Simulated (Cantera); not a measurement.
## Formation from one mole of Cl2

Standard-state values (1 bar) from the NASA 1993 polynomials, evaluated with Cantera. Values are per mole of reaction as written; species without (g) are pure solids or liquids, kept so even where they would boil at 1 bar.

Mg + Cl2(g) → MgCl2(g)

| T (K) | ΔH° (kJ) | ΔS° (J/K) | ΔG° (kJ) | log10 K |
|---|---|---|---|---|
| 423 | -392.7 | 20.7 | -401.5 | 49.58 |
| 433 | -392.8 | 20.6 | -401.7 | 48.46 |
| 443 | -392.8 | 20.5 | -401.9 | 47.39 |
| 453 | -392.8 | 20.5 | -402.1 | 46.36 |
| 463 | -392.9 | 20.4 | -402.3 | 45.39 |
| 473 | -392.9 | 20.3 | -402.5 | 44.45 |
| 483 | -392.9 | 20.3 | -402.7 | 43.55 |
| 493 | -392.9 | 20.2 | -402.9 | 42.69 |
| 503 | -393.0 | 20.1 | -403.1 | 41.86 |
| 513 | -393.0 | 20.1 | -403.3 | 41.07 |

Ca + Cl2(g) → CaCl2

```tsv
T (K)	ΔH° (kJ)	ΔS° (J/K)	ΔG° (kJ)	log10 K
423	-794.2	-156.4	-728.0	89.90
433	-794.0	-156.1	-726.5	87.63
443	-793.9	-155.8	-724.9	85.47
453	-793.8	-155.5	-723.3	83.41
463	-793.6	-155.2	-721.8	81.43
473	-793.5	-154.9	-720.2	79.54
483	-793.4	-154.7	-718.7	77.72
493	-793.3	-154.4	-717.1	75.98
503	-793.1	-154.2	-715.6	74.31
513	-793.0	-153.9	-714.1	72.71
```

H2(g) + Cl2(g) → 2 HCl(g)

```json
[
 {"T (K)": "423", "ΔH° (kJ)": "-185.3", "ΔS° (J/K)": "18.1", "ΔG° (kJ)": "-193.0", "log10 K": "23.83"},
 {"T (K)": "433", "ΔH° (kJ)": "-185.4", "ΔS° (J/K)": "17.9", "ΔG° (kJ)": "-193.2", "log10 K": "23.30"},
 {"T (K)": "443", "ΔH° (kJ)": "-185.5", "ΔS° (J/K)": "17.8", "ΔG° (kJ)": "-193.3", "log10 K": "22.80"},
 {"T (K)": "453", "ΔH° (kJ)": "-185.5", "ΔS° (J/K)": "17.6", "ΔG° (kJ)": "-193.5", "log10 K": "22.31"},
 {"T (K)": "463", "ΔH° (kJ)": "-185.6", "ΔS° (J/K)": "17.5", "ΔG° (kJ)": "-193.7", "log10 K": "21.85"},
 {"T (K)": "473", "ΔH° (kJ)": "-185.7", "ΔS° (J/K)": "17.3", "ΔG° (kJ)": "-193.9", "log10 K": "21.41"},
 {"T (K)": "483", "ΔH° (kJ)": "-185.7", "ΔS° (J/K)": "17.2", "ΔG° (kJ)": "-194.0", "log10 K": "20.98"},
 {"T (K)": "493", "ΔH° (kJ)": "-185.8", "ΔS° (J/K)": "17.1", "ΔG° (kJ)": "-194.2", "log10 K": "20.58"},
 {"T (K)": "503", "ΔH° (kJ)": "-185.9", "ΔS° (J/K)": "16.9", "ΔG° (kJ)": "-194.4", "log10 K": "20.18"},
 {"T (K)": "513", "ΔH° (kJ)": "-185.9", "ΔS° (J/K)": "16.8", "ΔG° (kJ)": "-194.5", "log10 K": "19.81"}
]
```

0.6667 Ti + Cl2(g) → 0.6667 TiCl3

```csv
T (K),ΔH° (kJ),ΔS° (J/K),ΔG° (kJ),log10 K
423,-479.5,-145.7,-417.9,51.60
433,-479.4,-145.4,-416.4,50.23
443,-479.2,-145.1,-415.0,48.93
453,-479.1,-144.8,-413.5,47.68
463,-479.0,-144.6,-412.1,46.49
473,-478.9,-144.3,-410.6,45.34
483,-478.7,-144.0,-409.2,44.25
493,-478.6,-143.8,-407.7,43.20
503,-478.5,-143.5,-406.3,42.19
513,-478.4,-143.3,-404.9,41.22
```
